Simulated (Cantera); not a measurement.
Gas mixture: 100 % H2O, at 100000 Pa, frozen composition.

Cantera's kinetic-theory transport with the Lennard-Jones parameters of GRI-Mech 3.0, ideal gas; thermal conductivity in the multicomponent form. Polar gases are described roughly by these parameters.

One state of this run: ρ (kg/m³) = 0.217; cp (J/kg/K) = 2292; μ (µPa s) = 36.2; λ (mW/m/K) = 116; Pr = 0.714; D (cm²/s) O = 3.34; D (cm²/s) NO = 2.08; D (cm²/s) NH3 = 2.23. D: mixture-averaged diffusion coefficient of that species in the mixture.

Task: Which value of T (K) does it belong to?
A. 1000
B. 700
C. 1100
D. 400

Result: A, 1000
